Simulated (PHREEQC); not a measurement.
Consider water at 20 °C with 0.0034 mol/kgw HNO3, 0.045 mol/kgw FeCl3 and 0.16 mol/kgw KCl. Closed to the air; pH follows from the charge balance.

Computed with PHREEQC (ion-association model, phreeqc.dat).

This is a speciation only: nothing precipitates in the calculation.

Q: Estimate the pH.

A: pH 2.08.

Q: In which forms is Fe present?

A: FeCl+2 46 %, Fe+3 24 %, FeCl2+ 15 %, Fe2(OH)2+4 8.6 %, FeOH+2 5.7 %, Fe3(OH)4+5 1.4 % of the Fe.

Saturation is exceeded, for instance for Hematite (slow to form), Goethite (slow to form); the values hold only as long as no solid forms.
